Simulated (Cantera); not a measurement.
Cantera run, input and output.

```python
import numpy as np
import cantera as ct

gas = ct.Solution("h2o2.yaml")
gas.TPX = 1175, 2666, {'H2': 0.08, 'O2': 1}
reactor = ct.IdealGasConstPressureReactor(gas, energy="off", clone=False)
net = ct.ReactorNet([reactor])
net.rtol, net.atol = 1e-08, 1e-18
show = ['H2', 'O2', 'H2O2', 'OH', 'O', 'H']
times = np.geomspace(2e-06, 60, 13)

steps = ct.SolutionArray(gas, extra=["t"])
rows = []
print(f"{'t/s':>10s}{'T/K':>9s}{'P/Pa':>11s}" + "".join(f"{s:>11s}" for s in show))
for t in times:
    while net.time < t:
        t_next = net.step()
        steps.append(gas.state, t=t_next)
    rows.append([np.interp(t, steps.t, y) for y in (steps.T, steps.P, *steps(*show).X.T)])
    print(f"{t:10.3e}{rows[-1][0]:9.1f}{rows[-1][1]:11.4g}" + "".join(f"{x:11.3e}" for x in rows[-1][2:]))
rate = np.gradient(steps.T, steps.t)
print("integrator steps:", len(steps.t))
if steps.T.max() > steps.T[0] + 200:
    print(f"time of steepest temperature rise: {steps.t[rate.argmax()]:.4e} s")
gas.TPX = 1175, 2666, {'H2': 0.08, 'O2': 1}
gas.equilibrate("TP")
print(f"equilibrium (TP): T = {gas.T:.1f} K  " + "  ".join(f"{s} {gas[s].X[0]:.3e}" for s in show))
```

Result:

```
       t/s      T/K       P/Pa         H2         O2       H2O2         OH          O          H
 2.000e-06   1175.0       2666  7.407e-02  9.259e-01  1.496e-15  5.875e-12  5.964e-12  1.496e-10
 8.397e-06   1175.0       2666  7.407e-02  9.259e-01  2.635e-14  8.992e-11  9.562e-11  5.678e-10
 3.525e-05   1175.0       2666  7.407e-02  9.259e-01  4.641e-13  1.049e-09  1.310e-09  2.026e-09
 1.480e-04   1175.0       2666  7.407e-02  9.259e-01  8.217e-12  1.611e-08  2.516e-08  1.834e-08
 6.214e-04   1175.0       2666  7.394e-02  9.258e-01  4.997e-10  3.553e-05  5.732e-05  3.840e-05
 2.609e-03   1175.0       2666  1.534e-03  8.835e-01  2.593e-07  4.064e-03  3.394e-02  1.136e-02
 1.095e-02   1175.0       2666  5.105e-04  9.107e-01  2.698e-07  2.340e-03  1.080e-02  2.016e-03
 4.599e-02   1175.0       2666  4.793e-05  9.217e-01  1.575e-07  7.172e-04  1.013e-03  5.725e-05
 1.931e-01   1175.0       2666  3.377e-06  9.229e-01  4.624e-08  1.948e-04  7.380e-05  1.131e-06
 8.107e-01   1175.0       2666  3.574e-07  9.230e-01  1.081e-08  6.461e-05  8.091e-06  4.111e-08
 3.404e+00   1175.0       2666  5.551e-08  9.231e-01  2.475e-09  2.575e-05  1.286e-06  2.605e-09
 1.429e+01   1175.0       2666  1.118e-08  9.231e-01  6.066e-10  1.162e-05  2.621e-07  2.398e-10
 6.000e+01   1175.0       2666  4.032e-09  9.231e-01  2.478e-10  6.977e-06  9.461e-08  5.242e-11
integrator steps: 2228
equilibrium (TP): T = 1175.0 K  H2 3.689e-09  O2 9.231e-01  H2O2 2.300e-10  OH 6.671e-06  O 8.648e-08  H 4.590e-11
```

Detailed kinetics in Cantera: the H2/O2 subset of GRI-Mech 3.0, which has no nitrogen chemistry. Radical loss at walls, strong at low pressure, is not modelled. The temperature is held fixed by assumption; the heat of reaction is taken as removed at once.
